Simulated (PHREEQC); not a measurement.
A solution holds 0.0013 mol/kgw CdCl2, 0.014 mol/kgw ZnCl2, 0.00025 mol/kgw NaF and 0.00025 mol/kgw Na2SO4, at 65 °C. Closed to the air; pH follows from the charge balance.

The numbers come from PHREEQC with the ion-association model, phreeqc.dat.

The pH is 5.10. The ionic strength comes out as 0.0408 mol/kgw.

```csv
species,molality,activity,log γ
Cl-,0.0277,0.0226,-0.089
Zn+2,0.0119,0.00551,-0.333
ZnCl+,0.00194,0.00159,-0.088
Na+,0.000750,0.000618,-0.084
CdCl+,0.000705,0.000578,-0.086
Cd+2,0.000526,0.000238,-0.344
F-,0.000218,0.000178,-0.090
SO4-2,0.000137,6.35e-5,-0.335
ZnSO4,0.000107,0.000108,0.004
CdCl2,6.15e-5,6.21e-5,0.004
ZnCl2,4.29e-5,4.33e-5,0.004
ZnF+,2.63e-5,2.15e-5,-0.086
ZnOH+,1.34e-5,1.10e-5,-0.086
```

Precipitation was switched off in this run. Complexes and solids missing from the database can't appear. Constants without temperature data keep their 25 °C values here.
